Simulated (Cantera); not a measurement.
Input: 1 mol Si2Cl6, 0.19 mol NH3, 3.4 mol N2, equilibrated at 1000 K and 0.100 bar.

Method: chemical equilibrium by Gibbs-energy minimisation in Cantera with the NASA 1993 tables (ideal gas, pure condensed phases). Candidate condensed phases: NH4Cl, Si, Si3N4; 28 gas species. The feed counts by its element totals alone. The tables' values for SiCl3 are old estimates; treat these amounts as uncertain. Equilibrium is a limit: real reactors are often held back by kinetics, nucleation or transport.

Base state: N2 0.618, SiCl4 0.276, HCl 0.0981, H2 0.00803, SiHCl3 0.000159, SiCl3 9.78e-5 (mole fractions); condensed: Si3N4(s).

Question: What changes in the equilibrium state with this change: N2 from 3.4 to 22 mol?

Answer: 
| species | before | after |
|---|---|---|
| N2 | 0.618 | 0.919 |
| SiCl4 | 0.276 | 0.0579 |
| HCl | 0.0981 | 0.0225 |
| SiHCl3 | 0.000159 | 1.47e-5 |
| H2 | 0.00803 | 0.000810 |
| Si3N4(s), mol | 0.207 | 0.211 |
